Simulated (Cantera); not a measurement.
Input: 1 mol BN, 8.1 mol H2O, 8.6 mol NF3, equilibrated at 0.000430 bar.

Method: chemical equilibrium by Gibbs-energy minimisation in Cantera with the NASA 1993 tables (ideal gas, pure condensed phases). Candidate condensed phases: B, BN, B2O3, B3O3H3, H2O; 62 gas species. The numbers say what is thermodynamically allowed, not how fast it happens. All values below are at 1675 °C.

Base state: HF 0.494, F 0.202, N2 0.145, O2 0.119, BF3 0.0303, O 0.00738, NO 0.00214, BOF 0.000169 (mole fractions); condensed: gas only.

Question: What changes in the equilibrium state with this change: pressure from 0.000430 bar to 3.80e-5 bar?

Answer: 
```json
[
 {"species": "HF", "before": "0.494", "after": "0.487"},
 {"species": "F", "before": "0.202", "after": "0.208"},
 {"species": "N2", "before": "0.145", "after": "0.143"},
 {"species": "O", "before": "0.00738", "after": "0.0235"},
 {"species": "O2", "before": "0.119", "after": "0.107"},
 {"species": "BF3", "before": "0.0303", "after": "0.0253"},
 {"species": "BOF", "before": "0.000169", "after": "0.00478"},
 {"species": "H", "before": "2.41e-6", "after": "2.60e-5"},
 {"species": "OH", "before": "8.08e-6", "after": "2.46e-5"},
 {"species": "NO", "before": "0.00214", "after": "0.00201"}
]
```
